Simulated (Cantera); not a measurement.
## Pyrogenic steam for wet oxidation

An isothermal, constant-pressure homogeneous reactor starts with 18.5 % H2, 21.5 % O2, 60.1 % N2, at 848 K and 100.0 Torr.

Cantera simulation using the H2/O2 subset of GRI-Mech 3.0, which has no nitrogen chemistry; the numbers are that mechanism's predictions, not measurements. Radical loss at walls, strong at low pressure, is not modelled. Below about 950 K walls govern HO2 and H2O2 in real vessels. The temperature is held fixed by assumption; the heat of reaction is taken as removed at once.

```csv
t (s),x H2,x O2,x OH,x H2O,x O,x H2O2
5.00e-5,0.185,0.215,<1e-12,<1e-12,<1e-12,<1e-12
0.000107,0.185,0.215,<1e-12,1.02e-12,<1e-12,<1e-12
0.000227,0.185,0.215,<1e-12,6.00e-12,1.08e-12,<1e-12
0.000484,0.185,0.215,<1e-12,4.12e-11,4.18e-12,<1e-12
0.00103,0.185,0.215,7.32e-12,4.91e-10,3.41e-11,<1e-12
0.00220,0.185,0.215,4.31e-10,3.23e-8,2.01e-9,1.10e-11
0.00469,0.184,0.214,8.09e-6,0.000441,2.14e-5,4.07e-7
0.0100,0.0379,0.151,4.39e-5,0.161,6.69e-5,2.96e-6
0.0213,0.0317,0.148,1.31e-6,0.168,2.19e-6,1.96e-5
0.0454,0.0316,0.148,7.75e-9,0.168,1.90e-8,4.01e-5
0.0969,0.0315,0.148,6.76e-9,0.169,1.86e-8,4.65e-5
0.206,0.0315,0.148,7.87e-9,0.169,2.14e-8,5.47e-5
0.440,0.0314,0.148,1.10e-8,0.169,2.87e-8,7.47e-5
0.938,0.0310,0.148,2.00e-8,0.169,4.72e-8,0.000130
2.00,0.0294,0.147,3.96e-8,0.171,8.00e-8,0.000255
```
x: mole fraction; the columns are a selection and need not sum to one.

Equilibrium at this temperature and pressure: H2 <1e-12, O2 0.135, OH 7.35e-9, H2O 0.203, O <1e-12, H2O2 7.78e-12 (gas phase only).
